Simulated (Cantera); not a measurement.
## Equilibrium for metals in furnace atmospheres: Cu + O2 + CO

Input: 1 mol Cu, 0.019 mol O2, 1.4 mol CO.

Equilibrium computed with Cantera from the NASA thermochemical tables; the gas is ideal and each condensed phase is pure. Candidate condensed phases: C, Cu, CuO, Cu2O; 15 gas species. Rates play no part.

Stable condensed phases:

```
T in °C \ P in Pa
              10      82     670    5500   45000  370000 3000000
   1627        A       A       B       B       B       B       B
   1527        A       A       B       B       B       B       B
   1427        A       B       B       B       B       B       B
   1327        B       B       B       B       B       B       B
   1227        B       B       B       B       B       B       B
   1127        B       B       B       B       B       B       C
   1027        B       B       B       B       B       B       C
    927        B       B       B       B       B       C       C
    827        B       B       B       B       C       C       C
    727        B       B       B       C       C       C       C
```

A: gas only; B: Cu; C: C + Cu.
